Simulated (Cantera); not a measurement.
Input: 1 mol SiH2Cl2, 7.5 mol NH3, 0.23 mol H2, 76 mol N2, equilibrated at 1698.15 K and 13.3 mbar.

Method: chemical equilibrium by Gibbs-energy minimisation in Cantera with the NASA 1993 tables (ideal gas, pure condensed phases). Candidate condensed phases: NH4Cl, Si, Si3N4; 28 gas species. The tables' values for SiCl are old estimates; treat these amounts as uncertain. Kinetics and transport are ignored.

Base state: N2 0.854, H2 0.126, HCl 0.0171, SiCl2 0.00218, H 0.000445, Cl 4.71e-5, Si 1.28e-5, SiCl 1.17e-5 (mole fractions); condensed: Si3N4(s).

What changes in the equilibrium state with this change: temperature from 1698.15 K to 1800 K?


```csv
species,before,after
N2,0.854,0.854
H2,0.126,0.127
HCl,0.0171,0.0137
SiCl2,0.00218,0.00383
Si2N,3.92e-7,1.28e-5
Si,1.28e-5,0.000201
SiCl,1.17e-5,7.69e-5
"Si3N4(s), mol",0.265,0.204
```

What changes in the equilibrium state with this change: pressure from 13.3 mbar to 1.00 bar?


```tsv
species	before	after
N2	0.854	0.854
H2	0.126	0.124
HCl	0.0171	0.0212
SiCl2	0.00218	0.000190
Si	1.28e-5	9.61e-9
SiCl	1.17e-5	9.49e-8
Si3N4(s), mol	0.265	0.327
```

What changes in the equilibrium state with this change: SiH2Cl2 replaced by SiCl4?


```json
[
 {"species": "N2", "before": "0.854", "after": "0.855"},
 {"species": "H2", "before": "0.126", "after": "0.109"},
 {"species": "HCl", "before": "0.0171", "after": "0.0286"},
 {"species": "SiCl2", "before": "0.00218", "after": "0.00703"},
 {"species": "SiCl3", "before": "9.86e-6", "after": "5.73e-5"},
 {"species": "Cl", "before": "4.71e-5", "after": "8.47e-5"},
 {"species": "Si3N4(s), mol", "before": "0.265", "after": "0.112"}
]
```
The tables' values for SiCl3, SiCl are old estimates; treat these amounts as uncertain.
